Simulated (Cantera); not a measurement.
A perfectly stirred reactor is fed with 70.4 % CH4, 21.8 % H2O, 7.75 % H2, at 0.385 atm; it is held at 1775 K, and followed from long to short residence time.

Computed with Cantera and GRI-Mech 3.0 (53 species, 325 reactions). GRI-Mech 3.0 stops at C3 and has no aromatics, soot or wall deposition, so with more carbon than oxygen in the feed, carbon stays in small species such as C2H2 where larger ones or solid carbon would form.

Predict: x(CH4) at τ = 3.60 s; x(H2O) at τ = 3.60 s; x(H2) at τ = 3.60 s; x(C2H) at τ = 3.60 s; x(C2H2) at τ = 3.60 s; x(CH4) at τ = 87.0 ms; x(H2O) at τ = 87.0 ms; x(H2) at τ = 87.0 ms; x(C2H) at τ = 87.0 ms; x(C2H2) at τ = 87.0 ms.


| Item | Value |
|---|---|
| x(CH4) at τ = 3.60 s | 0.0167 |
| x(H2O) at τ = 3.60 s | 0.0135 |
| x(H2) at τ = 3.60 s | 0.737 |
| x(C2H) at τ = 3.60 s | 5.36e-7 |
| x(C2H2) at τ = 3.60 s | 0.128 |
| x(CH4) at τ = 87.0 ms | 0.0925 |
| x(H2O) at τ = 87.0 ms | 0.110 |
| x(H2) at τ = 87.0 ms | 0.610 |
| x(C2H) at τ = 87.0 ms | 6.38e-7 |
| x(C2H2) at τ = 87.0 ms | 0.159 |
